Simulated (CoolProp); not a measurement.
Saturation properties of hexamethyldisiloxane (MM) (Tc = 518.7 K, pc = 19.31 bar, ω = 0.418).

Values from CoolProp's reference Helmholtz-energy equation of state, Thol 2016.

| T (K) | p (bar) | enthalpy of vaporisation (kJ/kg) | liquid cp (kJ/(kg K)) | vapour Z |
|---|---|---|---|---|
| 276.5 | 0.01669 | 238.6 | 1.846 | 0.9967 |
| 297.5 | 0.05395 | 229.2 | 1.898 | 0.9922 |
| 318.4 | 0.1437 | 219.7 | 1.954 | 0.9842 |
| 339.4 | 0.3311 | 209.8 | 2.013 | 0.9712 |
| 360.3 | 0.6757 | 199.6 | 2.075 | 0.9523 |
| 381.3 | 1.258 | 188.6 | 2.140 | 0.9261 |
| 402.3 | 2.170 | 176.7 | 2.209 | 0.8915 |
| 423.2 | 3.509 | 163.5 | 2.286 | 0.8474 |
| 444.2 | 5.408 | 148.3 | 2.377 | 0.7914 |
| 465.2 | 8.006 | 130.3 | 2.499 | 0.7208 |
| 486.1 | 11.46 | 107.5 | 2.715 | 0.6298 |

It boils at 373.7 K under 1 atm.
